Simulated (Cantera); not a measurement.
Feed: 1 mol MgO, 0.16 mol O2, 0.12 mol SO2, equilibrated at 0.0150 bar.

These are equilibrium values from Cantera (NASA tables, ideal gas, pure condensed phases), not measurements of a reactor. Candidate condensed phases: Mg, MgO, MgS, MgSO4, S; 14 gas species. Equilibrium is a limit: real reactors are often held back by kinetics, nucleation or transport. All values below are at 1350 K.

Base state: O2 0.571, SO2 0.426, SO3 0.00346 (mole fractions); condensed: MgO(s).

### Question
What changes in the equilibrium state with this change: 0.0032 mol H2S added?

### Answer
```tsv
species	before	after
O2	0.571	0.550
SO2	0.426	0.435
H2O	0	0.0114
OH	0	2.25e-5
SO3	0.00346	0.00347
MgO(s), mol	1.00	1.00
```
Further candidate phases: H2O, H2SO4, Mg(OH)2.
